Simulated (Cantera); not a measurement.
# Equilibrium for hydrogen reduction and annealing atmospheres: PbS + H2 + N2

Feed: 1 mol PbS, a varied amount of H2, 37 mol N2, held at 0.133 bar.

Equilibrium computed with Cantera from the NASA thermochemical tables; the gas is ideal and each condensed phase is pure. Candidate condensed phases: Pb, PbS, S; 18 gas species. Mutual solubility and eutectic melting of coexisting phases are not modelled. Rates play no part.

Stable condensed phases:

```
T in °C \ n(H2) in mol
          4.5  7.3   12   19   31   51   82  130  220  350  570  920 1500
   1850     A    A    A    A    A    A    A    A    A    A    A    A    A
   1750     A    A    A    A    A    A    A    A    A    A    A    A    A
   1650     A    A    A    A    A    A    A    A    A    A    A    A    A
   1550     A    A    A    A    A    A    A    A    A    A    A    A    A
   1450     A    A    A    A    A    A    A    A    A    A    A    A    A
   1350     A    A    A    A    A    A    A    A    A    A    A    A    A
   1250     A    A    A    A    A    A    A    A    A    A    A    A    A
   1150     A    A    A    A    A    A    A    A    A    A    A    A    A
   1050     A    A    A    A    A    A    A    A    A    A    A    A    A
    950     A    A    A    A    A    A    A    A    A    A    A    A    A
    850     B    B    C    C    C    C    C    C    C    C    A    A    A
    750     B    B    B    B    B    C    C    C    C    C    C    C    C
```

A: gas only; B: Pb + PbS; C: Pb.
